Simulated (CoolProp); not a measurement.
Vapour-liquid equilibrium of hydrogen sulfide (1) + n-pentane (2) at 2.68 bar; x and y are mole fractions of (1).

Values from CoolProp's multi-fluid Helmholtz-energy mixture model, Lemmon 2006 and Thol 2019; pair parameters Kunz 2012.

### Question
Give the bubble temperature and the first vapour's composition at x = 0.05, 0.45, 0.65. Is there an azeotrope?

### Answer
x = 0.05: 41.9 °C, y = 0.544; x = 0.45: -29.2 °C, y = 0.986; x = 0.65: -32.9 °C, y = 0.990. No azeotrope shows between x = 0.05 and 0.95.

The pair parameters rest on a limited set of measurements; away from them the model extrapolates. With so large a gap from Raoult's law the liquid may split in two, which this calculation doesn't test in full.
